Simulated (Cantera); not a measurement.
Pb + H2S + N2 (metals in furnace atmospheres)

Charge: 1 mol Pb, 0.088 mol H2S, a varied amount of N2, equilibrated at 31.0 Pa.

These are equilibrium values from Cantera (NASA tables, ideal gas, pure condensed phases), not measurements of a reactor. Candidate condensed phases: Pb, PbS, S; 18 gas species. Kinetics and transport are ignored.

Stable condensed phases:

```
T in °C \ n(N2) in mol
          22  26  31  36  43  51  60  71  85 100 120 140 170
   1177    A   A   A   A   A   A   A   A   A   A   A   A   A
   1127    A   A   A   A   A   A   A   A   A   A   A   A   A
   1077    A   A   A   A   A   A   A   A   A   A   A   A   A
   1027    A   A   A   A   A   A   A   A   A   A   A   A   A
    977    A   A   A   A   A   A   A   A   A   A   A   A   A
    927    A   A   A   A   A   A   A   A   A   A   A   A   A
    877    A   A   A   A   A   A   A   A   A   A   A   A   A
    827    A   A   A   A   A   A   A   A   A   A   A   A   A
    777    A   A   A   A   A   A   A   A   A   A   A   A   A
    727    A   A   A   A   A   A   A   A   A   A   A   A   A
    677    B   B   B   B   B   B   A   A   A   A   A   A   A
    627    B   B   B   B   B   B   B   B   B   B   B   B   B
    577    C   C   C   B   B   B   B   B   B   B   B   B   B
    527    C   C   C   C   C   C   C   C   C   C   C   C   C
```

A: gas only; B: Pb; C: Pb + PbS.
